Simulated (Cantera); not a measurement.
An isothermal, constant-pressure homogeneous reactor starts with 9.01 % H2, 91.0 % O2, at 1225 K and 0.00227 atm.

Model: GRI-Mech 3.0 (53 species, 325 reactions), integrated in Cantera. Radical loss at walls, strong at low pressure, is not modelled. The temperature is held fixed by assumption; the heat of reaction is taken as removed at once.

x: mole fraction; the columns are a selection and need not sum to one.

```csv
t (s),x H2,x O2,x O,x H2O,x H2O2,x H,x OH
1.00e-6,0.0901,0.910,<1e-12,<1e-12,<1e-12,2.06e-11,<1e-12
4.06e-6,0.0901,0.910,<1e-12,<1e-12,<1e-12,8.32e-11,<1e-12
1.65e-5,0.0901,0.910,1.16e-11,<1e-12,<1e-12,3.30e-10,1.14e-11
6.71e-5,0.0901,0.910,1.75e-10,1.92e-11,<1e-12,1.23e-9,1.67e-10
0.000273,0.0901,0.910,2.30e-9,9.64e-10,1.20e-12,4.30e-9,1.92e-9
0.00111,0.0901,0.910,3.70e-8,4.54e-8,1.97e-11,3.13e-8,2.54e-8
0.00451,0.0900,0.910,___,___,3.27e-10,___,___
0.0183,0.00243,0.844,0.0523,0.0743,2.45e-8,0.0207,0.00605
0.0745,0.00223,0.848,0.0492,0.0760,2.45e-8,0.0187,0.00583
0.303,0.00178,0.862,0.0376,0.0807,2.62e-8,0.0126,0.00525
1.23,0.000732,0.889,0.0144,0.0894,2.70e-8,0.00305,0.00341
5.00,___,0.903,___,0.0935,___,___,___
```

Problem. Fill in the missing entries.

Solution. 
- 0.00451, x O: 2.47e-5
- 0.00451, x H2O: 4.32e-5
- 0.00451, x H: 1.86e-5
- 0.00451, x OH: 1.63e-5
- 5.00, x H2: 8.64e-5
- 5.00, x O: 0.00165
- 5.00, x H2O2: 1.56e-8
- 5.00, x H: 0.000119
- 5.00, x OH: 0.00118
